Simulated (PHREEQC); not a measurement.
Make-up at 25 °C: 0.4 mol Na2SO4, 0.0027 mol NaHCO3 and 0.00052 mol KBr per kg of water. Closed to the air; pH follows from the charge balance.

Computed with PHREEQC (ion-association model, wateq4f.dat).

Each row changes one thing in this solution. No solid was allowed to form.

```tsv
case	pH	ionic strength (mol/kgw)	Na+ (mol/kgw)	K+ (mol/kgw)
as made	7.66	0.912	0.657	0.000412
Na2SO4 replaced by NaF at the same molality	7.85	0.369	0.369	0.000520
NaHCO3 replaced by Na2B4O7 at the same molality	8.87	0.915	0.660	0.000412
Na2SO4 replaced by MnSO4 at the same molality	6.57	0.768	0.00230	0.000428
diluted 5-fold with water	7.91	0.213	0.147	9.23e-5
NaHCO3 from 0.0027 to 0.00027 mol/kgw	7.64	0.911	0.655	0.000412
```

The ionic strength passes 0.7 mol/kgw, the rough limit of the ion-association models, in as made; NaHCO3 replaced by Na2B4O7 at the same molality; Na2SO4 replaced by MnSO4 at the same molality; NaHCO3 from 0.0027 to 0.00027 mol/kgw. Some of these states are supersaturated (in Rhodochrosite, for instance).
